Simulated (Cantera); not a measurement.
A closed system holds: 1 mol HCl, 0.086 mol H2O, 0.04 mol O2, held at 0.525 Torr.

Cantera equilibrium calculation (NASA polynomials, part measured and part estimated; ideal gas, pure solids and liquids). Candidate condensed phases: H2O; 14 gas species. The numbers say what is thermodynamically allowed, not how fast it happens. All values below are at 1625 °C.

Base state: HCl 0.702, Cl 0.146, H2O 0.131, H2 0.0116, H 0.00318, O2 0.00301, OH 0.00295, O 0.000609 (mole fractions); condensed: gas only.

What changes in the equilibrium state with this change: O2 from 0.04 to 0.21 mol?


| species | before | after |
|---|---|---|
| HCl | 0.702 | 0.504 |
| Cl | 0.146 | 0.220 |
| H2O | 0.131 | 0.165 |
| O2 | 0.00301 | 0.0950 |
| H2 | 0.0116 | 0.00260 |
| ClO | 3.46e-6 | 2.94e-5 |
| O | 0.000609 | 0.00342 |

What changes in the equilibrium state with this change: pressure from 0.525 Torr to 1200 Torr?


| species | before | after |
|---|---|---|
| HCl | 0.702 | 0.817 |
| H2O | 0.131 | 0.109 |
| Cl | 0.146 | 0.0424 |
| Cl2 | 6.19e-5 | 0.0120 |
| H2 | 0.0116 | 8.10e-5 |
| O2 | 0.00301 | 0.0185 |
| H | 0.00318 | 5.56e-6 |
| HOCl | 4.23e-7 | 5.84e-5 |
| ClO | 3.46e-6 | 0.000119 |

What changes in the equilibrium state with this change: O2 from 0.04 to 0.091 mol?


```
species    before    after
-------  --------  -------
HCl         0.702    0.608
Cl          0.146    0.195
H2O         0.131    0.158
O2        0.00301   0.0250
H2         0.0116  0.00484
ClO       3.46e-6  1.33e-5
O        0.000609  0.00175
```
